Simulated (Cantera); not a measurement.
An isothermal plug-flow reactor at 800 K and 500000 Pa (inlet), inlet velocity 0.11 m/s, active area per volume 280 1/m; feed CO : O₂ : N₂ = 0.0036 : 0.059 : 0.79 (molar parts), equivalence ratio 0.031.

Detailed kinetics in Cantera: Deutschmann's 1995 Pt surface mechanism with GRI-Mech 3.0 gas chemistry. Catalytic surfaces can have several steady states; this one follows from the mechanism file's or the stated starting coverage. Mass transfer to the wall is taken as infinitely fast.

x: gas mole fraction; θ: surface coverage.

```
z (m)        x CO    x O₂   x H₂O    x CO₂  θ free Pt   θ O*     θ CO*
-------  --------  ------  ------  -------  ---------  -----  --------
0.00017   0.00277  0.0685  <1e-12      [?]     0.0376  0.960   0.00260
0.00037   0.00228  0.0683  <1e-12      [?]     0.0322  0.966   0.00156
0.00079   0.00169  0.0680  <1e-12      [?]     0.0280  0.971  0.000869
0.0017    0.00101  0.0677  <1e-12      [?]     0.0249  0.975  0.000411
0.0037   0.000406  0.0674  <1e-12      [?]     0.0229  0.977  0.000139
0.0079    7.41e-5  0.0673  <1e-12  0.00416     0.0220  0.978   2.33e-5
0.017     2.16e-6  0.0672  <1e-12  0.00423     0.0218  0.978   6.65e-7
```

Question: Some entries are withheld; supply them.

Answer: 
- 0.00017, x CO₂: 0.00145
- 0.00037, x CO₂: 0.00194
- 0.00079, x CO₂: 0.00254
- 0.0017, x CO₂: 0.00322
- 0.0037, x CO₂: 0.00382
